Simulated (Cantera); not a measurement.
Feed: 1 mol B₂H₆, 0.21 mol O₂, 0.4 mol N₂, at 1723.15 K.

Equilibrium computed with Cantera from the NASA thermochemical tables; the gas is ideal and each condensed phase is pure. Candidate condensed phases: B, BN, B₂O₃, B₃O₃H₃, H₂O; 39 gas species. The feed counts by its element totals alone. Mutual solubility and eutectic melting of coexisting phases are not modelled. The tables' values for BH₂ are old estimates; treat these amounts as uncertain. Equilibrium is a limit: real reactors are often held back by kinetics, nucleation or transport.

**Question.** At 1000 Pa, list the 5 most abundant gas species with their mole fractions, and the condensed phases.

**Answer.** H₂ 0.897, HBO 0.0710, B₂O₂ 0.0248, BO 0.00267, B₂O₃ 0.00195. Condensed: B(s) + BN(s).
